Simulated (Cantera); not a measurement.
# Transport properties of process gases

Gas mixture: N₂ : CH₃OH : C₂H₄ = 0.95 : 0.89 : 0.1 (molar parts), at 188 Torr, frozen composition.

Cantera's kinetic-theory transport with the Lennard-Jones parameters of GRI-Mech 3.0, ideal gas; thermal conductivity in the mixture-averaged form. Polar gases are described roughly by these parameters.

```csv
T (K),ρ (kg/m³),cp (J/kg/K),μ (µPa s),λ (mW/m/K),Pr,D (cm²/s) C₂H₂,D (cm²/s) H₂,D (cm²/s) O
400,0.224,1361,16.7,30.6,0.743,0.957,4.66,1.90
500,0.180,1508,20.3,40.4,0.758,1.45,6.83,2.82
600,0.150,1650,23.7,50.5,0.774,2.01,9.32,3.87
700,0.128,1777,26.9,60.7,0.787,2.65,12.1,5.04
800,0.112,1886,29.9,70.8,0.797,3.35,15.1,6.33
900,0.0998,1981,32.8,80.7,0.805,4.12,18.4,7.73
1000,0.0898,2077,35.5,90.4,0.816,4.94,22.0,9.23
```
D: mixture-averaged diffusion coefficient of that species in the mixture.
